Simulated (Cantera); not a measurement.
What does this Cantera script print?

```python
import numpy as np
import cantera as ct

gas_names = """
    CL CL2 H HCL H2 Si SiCL SiCL2 SiCL3 SiCL4 SiH SiHCL3 SiH2 SiH2CL2 SiH3 SiH3CL SiH4 Si2 Si3
""".split()
cond_names = """
    Si(cr) Si(L)
""".split()


# ... load() reads the species with a 1 bar reference pressure and builds the phases ...
atoms = {
    'Si': {'Si': 1},
    'HCl': {'H': 1, 'CL': 1},
    'H2': {'H': 2},
}
top_T = {}  # K; cautious upper limits of use, not melting points


# ... equilibrate(T, P, feed) seeds the gas with the atoms and calls Mixture.equilibrate('TP', solver="vcs", rtol=1e-11, max_steps=5000) ...
results = []
feed = {'Si': 1, 'HCl': 0.54, 'H2': 4.5}  # mol
P = 13332.2  # Pa
for T in [1323, 1348, 1373, 1398, 1423, 1448, 1473, 1498, 1523, 1548, 1573, 1598, 1623, 1648]:
    mix = equilibrate(T, P, feed)
    results.append((T, P, feed, dict(zip(mix.species_names, mix.species_moles))))

top = {s: max(r[3][s] / sum(r[3][g] for g in gas_names) for r in results) for s in gas_names}
cols = sorted((s for s in top if top[s] > 1e-05), key=lambda s: -top[s])[:9]
seen = [c for c in cond_names if any(r[3].get(c, 0) > 1e-12 for r in results)]
print("log10 of partial pressures in bar; condensed amounts in mol")
print(f"{'T/K':>10s}" + "".join(f"{s[:9]:>10s}" for s in cols + seen))
for T, P, feed, n in results:
    ng = sum(n[g] for g in gas_names)
    print(f"{T:10.4g}" + "".join(f"{np.log10(max(n[s] / ng * P / 1e5, 1e-99)):10.3f}" for s in cols)
          + "".join(f"{n.get(c, 0):10.4g}" for c in seen))
```

Result:

```
log10 of partial pressures in bar; condensed amounts in mol
       T/K        H2       HCL     SiCL2     SiCL4     SiCL3    SiHCL3         H   SiH2CL2        CL    Si(cr)
      1323    -0.911    -2.089    -2.831    -3.441    -3.505    -3.557    -6.255    -4.517    -7.510    0.9076
      1348    -0.912    -2.073    -2.787    -3.578    -3.533    -3.663    -6.092    -4.584    -7.332    0.9084
      1373    -0.913    -2.061    -2.751    -3.725    -3.570    -3.775    -5.934    -4.655    -7.164    0.9088
      1398    -0.913    -2.053    -2.723    -3.878    -3.615    -3.892    -5.782    -4.730    -7.005    0.9089
      1423    -0.914    -2.046    -2.700    -4.034    -3.666    -4.012    -5.635    -4.806    -6.854    0.9088
      1448    -0.914    -2.042    -2.682    -4.193    -3.720    -4.132    -5.493    -4.883    -6.709    0.9086
      1473    -0.915    -2.040    -2.667    -4.351    -3.776    -4.253    -5.355    -4.960    -6.571    0.9082
      1498    -0.915    -2.038    -2.655    -4.508    -3.834    -4.373    -5.222    -5.036    -6.439    0.9078
      1523    -0.915    -2.037    -2.645    -4.663    -3.892    -4.491    -5.094    -5.112    -6.311    0.9072
      1548    -0.915    -2.037    -2.636    -4.815    -3.949    -4.606    -4.969    -5.185    -6.189    0.9067
      1573    -0.915    -2.037    -2.629    -4.964    -4.006    -4.719    -4.848    -5.258    -6.070    0.9061
      1598    -0.915    -2.037    -2.623    -5.109    -4.063    -4.830    -4.731    -5.328    -5.955    0.9056
      1623    -0.915    -2.038    -2.617    -5.251    -4.118    -4.937    -4.618    -5.397    -5.845     0.905
      1648    -0.915    -2.039    -2.612    -5.389    -4.172    -5.042    -4.508    -5.464    -5.737    0.9044
```

Method: chemical equilibrium by Gibbs-energy minimisation in Cantera with the NASA 1993 tables (ideal gas, pure condensed phases). The tables' values for SiCl3, SiCl are old estimates; treat these amounts as uncertain.
